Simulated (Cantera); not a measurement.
**Thermodynamics of abatement and gas-phase synthesis, feed CS2 + H2 + O2**

Feed: 1 mol CS2, 8 mol H2, 0.35 mol O2, equilibrated at 52.0 Pa.

These are equilibrium values from Cantera (NASA tables, ideal gas, pure condensed phases), not measurements of a reactor. Candidate condensed phases: C, C6H6, C7H8, C8H18, H2O, H2SO4, S; 146 gas species. Ions and electrons are included (thermal ionisation). Kinetics and transport are ignored.

From 2500 K to 5000 K nothing is condensed. The main C-bearing gas is CO at 2500 K and C at 5000 K.

```csv
T (K),log p H,log p H2,log p S,log p CO,log p C,log p O,log p CS,log p SH
2500,-3.53,-3.87,-4.27,-4.61,-8.96,-11.10,-4.98,-5.60
3000,-3.36,-5.12,-4.32,-4.70,-6.48,-9.87,-5.09,-6.79
3500,-3.36,-6.26,-4.28,-4.72,-5.23,-8.40,-5.62,-7.68
4000,-3.36,-7.12,-4.26,-4.72,-5.08,-6.51,-6.82,-8.38
4500,-3.36,-7.80,-4.27,-4.87,-4.87,-5.26,-7.69,-8.94
5000,-3.37,-8.36,-4.28,-5.48,-4.64,-4.82,-8.34,-9.41
```
log p: log10 of the partial pressure in bar; nothing condenses.
